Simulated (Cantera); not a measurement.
# Stirred combustor or abatement burner

A perfectly stirred reactor is fed with CH4 : CO : O2 : N2 = 1 : 0.043 : 2.41 : 12.5 (molar parts), at 0.987 atm; it is adiabatic with a 625 K inlet, and is followed from long to short residence time, starting on the burning branch (τ in s: 0.42, 0.19, 0.09, 0.042, 0.019, 0.0089, 0.0041, 0.0019, 0.00089, 0.00041, 0.00019, 8.8e-05).

Detailed kinetics in Cantera: GRI-Mech 3.0 (53 species, 325 reactions).

```csv
τ (s),T (K),x CH4,x CO,x O2,x CH2CO,x O,x N2O
0.42,1997,1.87e-6,0.000800,0.0243,8.86e-11,0.000144,1.81e-7
0.19,1994,3.52e-6,0.00105,0.0245,2.43e-10,0.000185,2.07e-7
0.090,1988,6.07e-6,0.00146,0.0247,6.09e-10,0.000256,2.40e-7
0.042,1978,1.02e-5,0.00214,0.0250,1.45e-9,0.000378,2.69e-7
0.019,1963,1.71e-5,0.00322,0.0256,3.30e-9,0.000583,2.79e-7
0.0089,1941,2.82e-5,0.00467,0.0264,6.79e-9,0.000882,2.67e-7
0.0041,1912,4.77e-5,0.00663,0.0276,1.36e-8,0.00132,2.42e-7
0.0019,1873,8.29e-5,0.00905,0.0291,2.72e-8,0.00188,2.14e-7
0.00089,1827,0.000150,0.0120,0.0311,5.75e-8,0.00254,1.89e-7
0.00041,1769,0.000299,0.0159,0.0339,1.44e-7,0.00315,1.66e-7
0.00019,1699,0.000695,0.0219,0.0386,5.00e-7,0.00329,1.43e-7
8.8e-5,625,0.0627,0.00270,0.151,<1e-12,<1e-12,<1e-12
```
x: mole fraction; the columns are a selection and need not sum to one.
